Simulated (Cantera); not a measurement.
An adiabatic, constant-pressure homogeneous reactor starts with H₂ : O₂ : N₂ = 1 : 1.67 : 6.27 (molar parts), equivalence ratio 0.30, at 1573 K and 1.01 bar. Integrator tolerance rtol = 1e-08.

Computed with Cantera and the H2/O2 subset of GRI-Mech 3.0, which has no nitrogen chemistry.

```
quantity                                                              before                                      after
---------------------------------  -----------------------------------------  -----------------------------------------
time of steepest temperature rise                                    13.2 µs                                   0.221 ms
temperature at 2.00 s                                                 2306 K                                     1834 K
equilibrium temperature                                               2306 K                                     1834 K
x(H₂) at 2.00 s                    0.000661 (gas-phase equilibrium 0.000661)    2.33e-5 (gas-phase equilibrium 2.33e-5)
x(O₂) at 2.00 s                          0.136 (gas-phase equilibrium 0.136)        0.138 (gas-phase equilibrium 0.138)
x(H₂O₂) at 2.00 s                    1.89e-7 (gas-phase equilibrium 1.89e-7)    4.51e-8 (gas-phase equilibrium 4.51e-8)
x(O) at 2.00 s                       0.00189 (gas-phase equilibrium 0.00189)    6.19e-5 (gas-phase equilibrium 6.19e-5)
x(HO₂) at 2.00 s                     6.38e-6 (gas-phase equilibrium 6.38e-6)    1.09e-6 (gas-phase equilibrium 1.09e-6)
x(OH) at 2.00 s                      0.00715 (gas-phase equilibrium 0.00715)  0.000824 (gas-phase equilibrium 0.000824)
```

Task: Which change was made?
A. initial temperature 1573 to 1025 K
B. O2 1.67 to 0.8 parts
C. initial temperature 1573 to 1450 K
D. initial temperature 1573 to 1600 K

Result: A, initial temperature 1573 to 1025 K
